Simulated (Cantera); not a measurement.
An isothermal, constant-pressure homogeneous reactor starts with 0.476 % CH₂O, 0.387 % O₂, 99.1 % N₂, equivalence ratio 1.2, at 1175 K and 101000 Pa.

Detailed kinetics in Cantera: GRI-Mech 3.0 (53 species, 325 reactions).

x: mole fraction; the columns are a selection and need not sum to one.

```json
[
 {"t (s)": "0.000800", "x CH₂O": "0.00475", "x O₂": "0.00386", "x O": "7.88e-10", "x NO": "<1e-12", "x CH₄": "1.00e-12", "x CO": "1.31e-5"},
 {"t (s)": "0.00228", "x CH₂O": "…", "x O₂": "0.00372", "x O": "…", "x NO": "<1e-12", "x CH₄": "6.15e-10", "x CO": "…"},
 {"t (s)": "0.00651", "x CH₂O": "2.57e-10", "x O₂": "0.00164", "x O": "0.000201", "x NO": "9.70e-8", "x CH₄": "5.91e-10", "x CO": "0.00404"},
 {"t (s)": "0.0186", "x CH₂O": "4.68e-11", "x O₂": "0.000100", "x O": "1.59e-5", "x NO": "6.82e-7", "x CH₄": "1.39e-12", "x CO": "0.00146"},
 {"t (s)": "0.0530", "x CH₂O": "1.24e-11", "x O₂": "1.59e-6", "x O": "3.75e-7", "x NO": "7.11e-7", "x CH₄": "1.33e-12", "x CO": "0.00107"},
 {"t (s)": "0.151", "x CH₂O": "3.81e-12", "x O₂": "…", "x O": "…", "x NO": "7.05e-7", "x CH₄": "<1e-12", "x CO": "0.00101"},
 {"t (s)": "0.431", "x CH₂O": "1.46e-12", "x O₂": "7.80e-9", "x O": "2.24e-9", "x NO": "6.87e-7", "x CH₄": "<1e-12", "x CO": "0.000993"},
 {"t (s)": "1.23", "x CH₂O": "<1e-12", "x O₂": "7.62e-10", "x O": "1.95e-10", "x NO": "6.50e-7", "x CH₄": "<1e-12", "x CO": "0.000987"},
 {"t (s)": "3.51", "x CH₂O": "<1e-12", "x O₂": "7.24e-11", "x O": "1.35e-11", "x NO": "5.82e-7", "x CH₄": "<1e-12", "x CO": "0.000984"},
 {"t (s)": "10.0", "x CH₂O": "<1e-12", "x O₂": "8.15e-12", "x O": "1.23e-12", "x NO": "4.89e-7", "x CH₄": "<1e-12", "x CO": "0.000983"}
]
```

Fill in the missing entries.


- 0.00228, x CH₂O: 0.00414
- 0.00228, x O: 2.91e-8
- 0.00228, x CO: 0.000617
- 0.151, x O₂: 8.55e-8
- 0.151, x O: 2.44e-8
